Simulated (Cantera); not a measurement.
# SiCl4 + O2 (silicon oxide and oxynitride deposition)

A closed system holds: 1 mol SiCl4, 0.27 mol O2, held at 188 Torr.

Equilibrium computed with Cantera from the NASA thermochemical tables; the gas is ideal and each condensed phase is pure. Candidate condensed phases: Si, SiO2; 15 gas species. The tables' values for SiCl3 are old estimates; treat these amounts as uncertain. The tables hold silica as quartz up to 1696 K and as liquid above; real silica turns to tridymite and cristobalite and melts near 1996 K. Kinetics and transport are ignored.

From 600 K to 800 K the condensed part is SiO2(α-quartz). From 900 K to 1600 K the condensed part is SiO2(β-quartz). From 1700 K to 1900 K the condensed part is SiO2(condensed). The main Si-bearing gas is SiCl4 throughout.

| T (K) | log p SiCl4 | log p Cl2 | log p Cl | log p SiCl3 | log p SiCl2 | n SiO2(α-quartz) | n SiO2(β-quartz) | n SiO2(condensed) |
|---|---|---|---|---|---|---|---|---|
| 600 | -0.84 | -0.97 | -8.20 | <-12 | <-12 | 0.270 | 0 | 0 |
| 700 | -0.84 | -0.97 | -6.67 | <-12 | <-12 | 0.270 | 0 | 0 |
| 800 | -0.84 | -0.97 | -5.52 | <-12 | <-12 | 0.270 | 0 | 0 |
| 900 | -0.84 | -0.97 | -4.62 | -11.09 | <-12 | 0 | 0.270 | 0 |
| 1000 | -0.84 | -0.97 | -3.90 | -9.53 | <-12 | 0 | 0.270 | 0 |
| 1100 | -0.84 | -0.97 | -3.31 | -8.26 | <-12 | 0 | 0.270 | 0 |
| 1200 | -0.84 | -0.98 | -2.81 | -7.19 | -12.60 | 0 | 0.270 | 0 |
| 1300 | -0.85 | -0.99 | -2.40 | -6.30 | -10.97 | 0 | 0.270 | 0 |
| 1400 | -0.85 | -1.00 | -2.05 | -5.53 | -9.57 | 0 | 0.270 | 0 |
| 1500 | -0.86 | -1.03 | -1.75 | -4.86 | -8.35 | 0 | 0.270 | 0 |
| 1600 | -0.87 | -1.08 | -1.50 | -4.27 | -7.27 | 0 | 0.270 | 0 |
| 1700 | -0.89 | -1.15 | -1.29 | -3.74 | -6.29 | 0 | 0 | 0.270 |
| 1800 | -0.91 | -1.27 | -1.13 | -3.25 | -5.38 | 0 | 0 | 0.270 |
| 1900 | -0.94 | -1.42 | -1.02 | -2.80 | -4.53 | 0 | 0 | 0.270 |
log p: log10 of the partial pressure in bar; n: condensed amount in mol.
